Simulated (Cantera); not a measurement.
Feed: 1 mol trisilylamine, 5.2 mol N2, at 13.3 mbar.

Cantera equilibrium calculation (NASA polynomials, part measured and part estimated; ideal gas, pure solids and liquids). Candidate condensed phases: Si, Si3N4; 18 gas species. The feed counts by its element totals alone. Kinetics and transport are ignored. All values below are at 850 K.

Base state: H2 0.549, N2 0.451 (mole fractions); condensed: Si3N4(s).

**Question.** What changes in the equilibrium state with this change: trisilylamine replaced by SiF4?

**Answer.** 
```
species        before  after
-------------  ------  -----
N2              0.451  0.839
SiF4                0  0.161
H2              0.549      0
Si3N4(s), mol    1.00      0
```
